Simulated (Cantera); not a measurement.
A freely propagating, adiabatic, planar premixed flame of 6.13 % CH4, 0.798 % H2, 17.6 % O2, 75.5 % N2, equivalence ratio 0.72, unburnt at 398 K and 180000 Pa; mixture-averaged transport, grid criteria slope 0.08 and curve 0.16, no radiation.

Computed with Cantera and GRI-Mech 3.0 (53 species, 325 reactions). Burning velocities carry a grid error of a few per cent, more on coarse grids.

**Question.** Predict: laminar burning velocity; thermal thickness; peak x(CH2CO); peak x(CH3).

**Answer.** 
| Property | Value |
|---|---|
| laminar burning velocity | 21.4 cm/s |
| thermal thickness | 0.452 mm |
| peak x(CH2CO) | 5.29e-5 |
| peak x(CH3) | 0.000522 |
